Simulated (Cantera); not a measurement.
Cantera run:

```python
import numpy as np
import cantera as ct

gas_names = """
    CL CL2 H HCL H2 Si SiCL SiCL2 SiCL3 SiCL4 SiH SiHCL3 SiH2 SiH2CL2 SiH3 SiH3CL SiH4 Si2 Si3
""".split()
cond_names = """
    Si(cr) Si(L)
""".split()


# ... load() reads the species with a 1 bar reference pressure and builds the phases ...
atoms = {
    'Si': {'Si': 1},
    'HCl': {'H': 1, 'CL': 1},
    'H2': {'H': 2},
}
top_T = {}  # K; cautious upper limits of use, not melting points


# ... equilibrate(T, P, feed) seeds the gas with the atoms and calls Mixture.equilibrate('TP', solver="vcs", rtol=1e-11, max_steps=5000) ...
results = []
feed = {'Si': 1, 'HCl': 0.55, 'H2': 0.27}  # mol
P = 11000  # Pa
for T in [723, 748, 773, 798, 823, 848, 873, 898, 923, 948, 973, 998, 1023, 1048]:
    mix = equilibrate(T, P, feed)
    results.append((T, P, feed, dict(zip(mix.species_names, mix.species_moles))))

top = {s: max(r[3][s] / sum(r[3][g] for g in gas_names) for r in results) for s in gas_names}
cols = sorted((s for s in top if top[s] > 1e-05), key=lambda s: -top[s])[:9]
seen = [c for c in cond_names if any(r[3].get(c, 0) > 1e-12 for r in results)]
print("log10 of partial pressures in bar; condensed amounts in mol")
print(f"{'T/K':>10s}" + "".join(f"{s[:9]:>10s}" for s in cols + seen))
for T, P, feed, n in results:
    ng = sum(n[g] for g in gas_names)
    print(f"{T:10.4g}" + "".join(f"{np.log10(max(n[s] / ng * P / 1e5, 1e-99)):10.3f}" for s in cols)
          + "".join(f"{n.get(c, 0):10.4g}" for c in seen))
```

Result:

```
log10 of partial pressures in bar; condensed amounts in mol
       T/K        H2     SiCL4    SiHCL3       HCL     SiCL3     SiCL2   SiH2CL2    Si(cr)
       723    -1.065    -1.737    -2.270    -4.056    -5.644    -7.154    -3.963    0.8541
       748    -1.065    -1.736    -2.275    -3.883    -5.390    -6.768    -3.950    0.8542
       773    -1.065    -1.736    -2.280    -3.722    -5.152    -6.407    -3.938    0.8544
       798    -1.065    -1.735    -2.285    -3.571    -4.929    -6.069    -3.928    0.8546
       823    -1.066    -1.735    -2.290    -3.430    -4.720    -5.752    -3.919    0.8548
       848    -1.066    -1.736    -2.295    -3.297    -4.524    -5.455    -3.911    0.8551
       873    -1.067    -1.736    -2.300    -3.172    -4.340    -5.175    -3.904    0.8554
       898    -1.067    -1.737    -2.305    -3.055    -4.166    -4.911    -3.898    0.8557
       923    -1.068    -1.739    -2.311    -2.944    -4.003    -4.662    -3.892    0.8561
       948    -1.069    -1.741    -2.317    -2.839    -3.849    -4.427    -3.888    0.8566
       973    -1.071    -1.744    -2.324    -2.741    -3.703    -4.205    -3.885    0.8571
       998    -1.072    -1.747    -2.331    -2.648    -3.566    -3.994    -3.883    0.8576
      1023    -1.074    -1.752    -2.339    -2.560    -3.436    -3.795    -3.882    0.8582
      1048    -1.076    -1.759    -2.348    -2.477    -3.314    -3.607    -3.882    0.8588
```

Cantera equilibrium calculation (NASA polynomials, part measured and part estimated; ideal gas, pure solids and liquids). The tables' values for SiCl3 are old estimates; treat these amounts as uncertain.
